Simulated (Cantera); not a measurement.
**Premixed flame**

A freely propagating, adiabatic, planar premixed flame of H2 : O2 : N2 = 1.3 : 0.51 : 2.14 (molar parts), unburnt at 550 K and 0.178 atm; mixture-averaged transport, grid criteria slope 0.08 and curve 0.16, no radiation.

Cantera simulation using the H2/O2 subset of GRI-Mech 3.0, which has no nitrogen chemistry; the numbers are that mechanism's predictions, not measurements. Burning velocities carry a grid error of a few per cent, more on coarse grids.

| z (mm) | T (K) | u (m/s) | x H2 | x O2 | x H | x HO2 | x OH | x H2O2 |
|---|---|---|---|---|---|---|---|---|
| -12.9 | 550 | 5.46 | 0.329 | 0.129 | <1e-8 | <1e-8 | <1e-8 | <1e-8 |
| -8.62 | 550 | 5.46 | 0.329 | 0.129 | <1e-8 | <1e-8 | <1e-8 | <1e-8 |
| -6.47 | 550 | 5.46 | 0.329 | 0.129 | <1e-8 | <1e-8 | <1e-8 | <1e-8 |
| -4.31 | 550 | 5.46 | 0.329 | 0.129 | 4.10e-8 | 1.53e-7 | <1e-8 | <1e-8 |
| -2.16 | 557 | 5.52 | 0.328 | 0.129 | 0.000205 | 6.91e-5 | 2.73e-5 | 8.71e-7 |
| -1.08 | 698 | 6.83 | 0.305 | 0.125 | 0.00825 | 4.57e-5 | 0.000367 | 1.86e-6 |
| 0 | 1108 | 10.5 | 0.172 | 0.0790 | 0.0667 | 1.67e-5 | 0.00269 | 6.61e-7 |
| 1.08 | 1382 | 13.0 | 0.0759 | 0.0223 | 0.0991 | 4.38e-6 | 0.00667 | 7.41e-7 |
| 2.16 | 1495 | 13.9 | 0.0701 | 0.0154 | 0.0926 | 2.69e-6 | 0.00850 | 6.08e-7 |
| 4.31 | 1623 | 15.0 | 0.0739 | 0.0131 | 0.0789 | 1.98e-6 | 0.0104 | 3.98e-7 |
| 8.62 | 1766 | 16.1 | 0.0774 | 0.0108 | 0.0639 | 1.42e-6 | 0.0120 | 2.19e-7 |
| 17.2 | 1914 | 17.3 | 0.0795 | 0.00823 | 0.0492 | 9.77e-7 | 0.0130 | 1.15e-7 |
| 34.5 | 2059 | 18.4 | 0.0803 | 0.00570 | 0.0357 | 6.55e-7 | 0.0128 | 6.21e-8 |
x: mole fraction of selected species; z is measured from the peak of heat release.

```yaml
laminar_burning_velocity: 546 cm/s
thermal_thickness: 4.31 mm
peak x(H): 0.0992
peak x(HO2): 7.27e-5
peak x(OH): 0.0131
peak x(H2O2): 2.24e-6
```
